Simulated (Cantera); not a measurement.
A Cantera script and its output.

```python
import numpy as np
import cantera as ct

surf = ct.Interface("ptcombust.yaml", "Pt_surf")
gas = surf.adjacent["gas"]
gas.TPX = 598, 180000, {'H2': 0.02, 'O2': 0.2, 'N2': 0.79, 'H2O': 0.018}
surf.TP = 598, 180000
reactor = ct.FlowReactor(gas, clone=False)
reactor.area = 0.0001  # m2
reactor.surface_area_to_volume_ratio = 3800  # 1/m
reactor.mass_flow_rate = 1.4 * reactor.area * gas.density  # inlet velocity 1.4 m/s
reactor.energy_enabled = False
wall = ct.ReactorSurface(surf, reactor, clone=False)
net = ct.ReactorNet([reactor])
net.rtol, net.atol = 1e-8, 1e-16
show, cover = ['H2', 'O2', 'H2O'], ['PT(S)', 'H(S)', 'O(S)', 'OH(S)', 'CO(S)', 'C(S)']

rows = []
print(f"{'z/m':>9s}{'u/(m/s)':>9s}" + "".join(f"{s:>13s}" for s in show + cover))
for z in [3.7e-05, 6.2e-05, 0.0001, 0.00017, 0.00029, 0.00048, 0.0008, 0.0013, 0.0022, 0.0037]:
    net.advance(z)
    rows.append([reactor.speed, *gas[show].X, *surf[cover].coverages])
    print(f"{z:9.4g}{rows[-1][0]:9.3g}" + "".join(f"{x:13.4e}" for x in rows[-1][1:]))
```

It prints:

```
      z/m  u/(m/s)           H2           O2          H2O        PT(S)         H(S)         O(S)        OH(S)        CO(S)         C(S)
  3.7e-05      1.4   1.3094e-02   1.9197e-01   2.3990e-02   1.1169e-01   1.4392e-07   8.5696e-01   3.1136e-02   3.4028e-25   5.5956e-29
  6.2e-05     1.39   1.0700e-02   1.9099e-01   2.6429e-02   9.1738e-02   9.5208e-08   8.7881e-01   2.9268e-02   1.3152e-25   2.2446e-29
   0.0001     1.39   8.3590e-03   1.9004e-01   2.8813e-02   7.2030e-02   5.7770e-08   9.0096e-01   2.6863e-02  -5.6490e-25   3.0503e-29
  0.00017     1.39   5.9451e-03   1.8906e-01   3.1272e-02   5.1496e-02   2.9229e-08   9.2485e-01   2.3542e-02   3.2750e-26  -3.7837e-30
  0.00029     1.39   3.9673e-03   1.8825e-01   3.3287e-02   3.4513e-02   1.3155e-08   9.4556e-01   1.9845e-02  -1.2507e-26   1.2696e-30
  0.00048     1.39   2.5939e-03   1.8770e-01   3.4686e-02   2.2635e-02   5.7455e-09   9.6091e-01   1.6402e-02   2.4708e-25   2.6988e-29
   0.0008     1.39   1.6362e-03   1.8731e-01   3.5661e-02   1.4313e-02   2.3661e-09   9.7242e-01   1.3233e-02   4.7881e-25   2.0669e-28
   0.0013     1.39   1.0364e-03   1.8706e-01   3.6272e-02   9.0882e-03   9.9373e-10   9.8025e-01   1.0643e-02   2.4705e-26   4.6619e-30
   0.0022     1.39   6.2350e-04   1.8689e-01   3.6693e-02   5.4907e-03   3.8430e-10   9.8617e-01   8.3274e-03   3.9704e-25   2.3471e-29
   0.0037     1.39   3.7361e-04   1.8679e-01   3.6948e-02   3.3238e-03   1.5080e-10   9.9016e-01   6.5062e-03   3.6895e-26   7.7256e-30
```

Computed with Cantera and Deutschmann's 1995 Pt surface mechanism with GRI-Mech 3.0 gas chemistry. Catalytic surfaces can have several steady states; this one follows from the mechanism file's or the stated starting coverage. Mass transfer to the wall is taken as infinitely fast.
